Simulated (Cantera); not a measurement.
Standard-state values (1 bar) from the NASA 1993 polynomials, evaluated with Cantera. Values are per mole of reaction as written; species without (g) are pure solids or liquids, kept so even where they would boil at 1 bar.

Task: Between 1948 and 2448 K, where is each reaction favourable under standard conditions?
- 5 H2O(g) + 2 Ta ⇌ 5 H2(g) + Ta2O5
- 2 Ta2O5 + Ta ⇌ 5 TaO2(g)

Result: 
- 5 H2O(g) + 2 Ta ⇌ 5 H2(g) + Ta2O5: ΔG° is -529 kJ at 1948 K and -505 kJ at 2448 K; it stays negative (K > 1). ΔH° is -570 kJ and ΔS° -27 J/K at 2448 K.
- 2 Ta2O5 + Ta ⇌ 5 TaO2(g): ΔG° is 1190 kJ at 1948 K and 808 kJ at 2448 K; it stays positive (K < 1). ΔH° is 2555 kJ and ΔS° 714 J/K at 2448 K.
